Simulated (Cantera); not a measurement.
A closed system holds: 1 mol C2F6, 3.6 mol H2, held at 1.00 bar.

Method: chemical equilibrium by Gibbs-energy minimisation in Cantera with the NASA 1993 tables (ideal gas, pure condensed phases). Candidate condensed phases: C, C6H6, C7H8, C8H18; 95 gas species. The feed counts by its element totals alone. Rates play no part.

### Question
At 1800 K, list the 4 most abundant gas species with their mole fractions, and the condensed phases.

### Answer
HF 0.909, H2 0.0908, H 0.000108, C2H2 (acetylene) 1.59e-5. Condensed: C(graphite).
